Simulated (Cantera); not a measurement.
Feed: 1 mol H2O, 0.068 mol SO2, 3.8 mol O2, held at 0.100 bar.

These are equilibrium values from Cantera (NASA tables, ideal gas, pure condensed phases), not measurements of a reactor. Candidate condensed phases: H2O, H2SO4, S; 19 gas species. Kinetics and transport are ignored. All values below are at 2350 °C.

Base state: O2 0.690, H2O 0.151, O 0.0679, OH 0.0614, SO2 0.0126, H 0.0103, H2 0.00604, SO 0.000527 (mole fractions); condensed: gas only.

Q: What changes in the equilibrium state with this change: SO2 from 0.068 to 0.14 mol?

A: 
```csv
species,before,after
O2,0.690,0.680
H2O,0.151,0.149
O,0.0679,0.0674
SO2,0.0126,0.0255
OH,0.0614,0.0607
H,0.0103,0.0103
S,5.26e-6,1.08e-5
SO,0.000527,0.00108
SO3,4.97e-6,1.00e-5
HO2,3.28e-5,3.22e-5
H2,0.00604,0.00599
```
